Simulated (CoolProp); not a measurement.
Vapour-liquid equilibrium of p-xylene (1) + n-undecane (2) at 0.387 MPa; x and y are mole fractions of (1).

Computed with CoolProp (multi-fluid Helmholtz-energy mixture model, Zhou 2012 and Aleksandrov 2011; pair parameters Bell 2016).

Give the bubble temperature and the first vapour's composition at x = 0.5, 0.725, 0.8. Is there an azeotrope?

x = 0.5: 222.3 °C, y = 0.736; x = 0.725: 209.5 °C, y = 0.889; x = 0.8: 205.7 °C, y = 0.926. No azeotrope shows between x = 0.05 and 0.95.

Pair parameters are fitted to limited data, so mixtures are less certain than the pure fluids.
